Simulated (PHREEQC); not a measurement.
0.39 g of hydrous ferric oxide (600 m²/g; 0.2 weak and 0.005 strong sites per Fe, Dzombak-Morel constants, diffuse double layer) in 1 kg of water with 0.3 mol/kgw of an inert sodium salt and 2.2 mmol/kgw ZnSO4, at 25 °C; the pH is set by adding NaOH or the inert anion's acid. Oxygen alone is held at its pressure in air (log pO2 = -0.68). The system is closed to CO2. No solid was allowed to form.

Model: ion-association model, wateq4f.dat, run in PHREEQC.

Question: Predict S sorbed (%), surface charge σ (C/m²) at pH = 4.5, 6.5, 8, 8.5.

Answer: 
```
pH   S sorbed (%)  surface charge σ (C/m²)
---  ------------  -----------------------
4.5          12.0                    0.138
6.5           5.6                    0.107
8             3.1                    0.162
8.5           1.5                    0.165
```

Along this series the solution becomes supersaturated in solids that the run did not let form, among them Zn(OH)2-a, Zn4(OH)6SO4.
